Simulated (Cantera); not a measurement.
## N2O furnace oxynitridation

An isothermal, constant-pressure homogeneous reactor starts with 47.6 % N2O, 52.4 % O2, at 1225 K and 13300 Pa.

Computed with Cantera and GRI-Mech 3.0 (53 species, 325 reactions). GRI-Mech 3.0 was tuned for natural gas; its chemistry of N2O as a main component is partial and can be far from experiment. The mechanism lacks the step 2 NO + O2 → 2 NO2, which can matter for NO2 below about 1400 K. The temperature is held fixed by assumption; the heat of reaction is taken as removed at once.

```csv
t (s),x N2O,x O2,x N2,x NO2,x NO,x O
0.000100,0.476,0.524,4.21e-6,<1e-12,2.92e-7,1.83e-6
0.000214,0.476,0.524,1.03e-5,1.72e-12,9.65e-7,2.44e-6
0.000459,0.476,0.524,2.44e-5,1.27e-11,2.66e-6,2.65e-6
0.000983,0.476,0.524,5.50e-5,7.28e-11,6.39e-6,2.66e-6
0.00211,0.476,0.524,0.000120,3.67e-10,1.44e-5,2.66e-6
0.00451,0.476,0.524,0.000261,1.74e-9,3.15e-5,2.66e-6
0.00966,0.475,0.524,0.000561,7.95e-9,6.82e-5,2.66e-6
0.0207,0.475,0.524,0.00120,3.49e-8,0.000147,2.66e-6
0.0443,0.473,0.524,0.00257,1.44e-7,0.000314,2.66e-6
0.0950,0.469,0.525,0.00549,5.31e-7,0.000670,2.66e-6
0.203,0.461,0.526,0.0116,1.66e-6,0.00142,2.66e-6
0.436,0.444,0.528,0.0244,4.28e-6,0.00297,2.65e-6
0.934,0.411,0.533,0.0498,9.60e-6,0.00607,2.64e-6
2.00,0.349,0.542,0.0970,1.95e-5,0.0118,2.60e-6
```
x: mole fraction; the columns are a selection and need not sum to one.

Equilibrium at this temperature and pressure: N2O 4.99e-9, O2 0.615, N2 0.384, NO2 2.65e-6, NO 0.000283, O 9.10e-8 (gas phase only).
